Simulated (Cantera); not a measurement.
Feed: 1 mol Pb, 0.19 mol H2S, 150 mol H2, equilibrated at 0.110 bar.

Method: chemical equilibrium by Gibbs-energy minimisation in Cantera with the NASA 1993 tables (ideal gas, pure condensed phases). Candidate condensed phases: Pb, PbS, S; 10 gas species. Rates play no part. All values below are at 1402 °C.

Base state: H2 0.992, Pb 0.00634, H2S 0.000923, H 0.000349, PbS 0.000277, SH 4.96e-5 (mole fractions); condensed: gas only.

What changes in the equilibrium state with this change: H2 from 150 to 2 mol?


```csv
species,before,after
H2,0.992,0.683
Pb,0.00634,0.257
PbS,0.000277,0.0560
Pb2,4.49e-8,7.40e-5
S2,2.72e-6,6.76e-5
SH,4.96e-5,0.000205
```
